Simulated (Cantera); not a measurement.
Cantera run, input and output.

```python
import numpy as np
import cantera as ct

gas = ct.Solution("gri30.yaml")
gas.TPX = 1623, 101325, {'CH4': 1, 'H2O': 2.7, 'N2': 0.0075}
reactor = ct.IdealGasConstPressureReactor(gas, energy="off", clone=False)
net = ct.ReactorNet([reactor])
net.rtol, net.atol = 1e-08, 1e-18
show = ['CH4', 'H2O', 'CH2CO', 'C2H4', 'HCO', 'C2H6', 'C2H']
times = np.geomspace(2e-06, 3, 11)

steps = ct.SolutionArray(gas, extra=["t"])
rows = []
print(f"{'t/s':>10s}{'T/K':>9s}{'P/Pa':>11s}" + "".join(f"{s:>11s}" for s in show))
for t in times:
    while net.time < t:
        t_next = net.step()
        steps.append(gas.state, t=t_next)
    rows.append([np.interp(t, steps.t, y) for y in (steps.T, steps.P, *steps(*show).X.T)])
    print(f"{t:10.3e}{rows[-1][0]:9.1f}{rows[-1][1]:11.4g}" + "".join(f"{x:11.3e}" for x in rows[-1][2:]))
rate = np.gradient(steps.T, steps.t)
print("integrator steps:", len(steps.t))
if steps.T.max() > steps.T[0] + 200:
    print(f"time of steepest temperature rise: {steps.t[rate.argmax()]:.4e} s")
gas.TPX = 1623, 101325, {'CH4': 1, 'H2O': 2.7, 'N2': 0.0075}
gas.equilibrate("TP")
print(f"equilibrium (TP): T = {gas.T:.1f} K  " + "  ".join(f"{s} {gas[s].X[0]:.3e}" for s in show))
```

Result:

```
       t/s      T/K       P/Pa        CH4        H2O      CH2CO       C2H4        HCO       C2H6        C2H
 2.000e-06   1623.0  1.013e+05  2.697e-01  7.282e-01  7.399e-22  1.970e-10  8.469e-17  1.685e-09  1.897e-22
 8.292e-06   1623.0  1.013e+05  2.697e-01  7.282e-01  3.996e-18  2.098e-08  9.791e-15  1.271e-07  2.707e-19
 3.438e-05   1623.0  1.013e+05  2.695e-01  7.282e-01  1.913e-14  1.516e-06  1.692e-12  7.860e-06  3.603e-16
 1.425e-04   1623.0  1.013e+05  2.688e-01  7.281e-01  3.740e-11  5.354e-05  1.108e-10  1.867e-04  2.068e-13
 5.908e-04   1623.0  1.013e+05  2.647e-01  7.272e-01  2.180e-08  8.744e-04  1.863e-09  9.838e-04  3.665e-11
 2.449e-03   1623.0  1.013e+05  2.433e-01  7.176e-01  4.347e-06  5.747e-03  5.889e-09  1.340e-03  2.212e-09
 1.016e-02   1623.0  1.013e+05  1.849e-01  6.800e-01  3.972e-05  4.132e-03  3.509e-09  5.374e-04  1.444e-08
 4.210e-02   1623.0  1.013e+05  1.021e-01  6.192e-01  6.480e-05  1.998e-03  1.985e-09  1.286e-04  2.803e-08
 1.745e-01   1623.0  1.013e+05  4.512e-02  5.360e-01  5.569e-05  2.038e-03  1.835e-09  2.281e-05  3.042e-08
 7.236e-01   1623.0  1.013e+05  2.842e-02  4.202e-01  2.166e-05  1.447e-03  3.693e-09  7.328e-06  1.506e-08
 3.000e+00   1623.0  1.013e+05  1.429e-02  3.177e-01  3.494e-06  3.905e-04  6.525e-09  1.569e-06  3.035e-09
integrator steps: 1517
equilibrium (TP): T = 1623.0 K  CH4 1.035e-07  H2O 2.736e-01  CH2CO 1.328e-12  C2H4 5.104e-14  HCO 8.018e-09  C2H6 1.033e-16  C2H 3.583e-19
```

Detailed kinetics in Cantera: GRI-Mech 3.0 (53 species, 325 reactions).
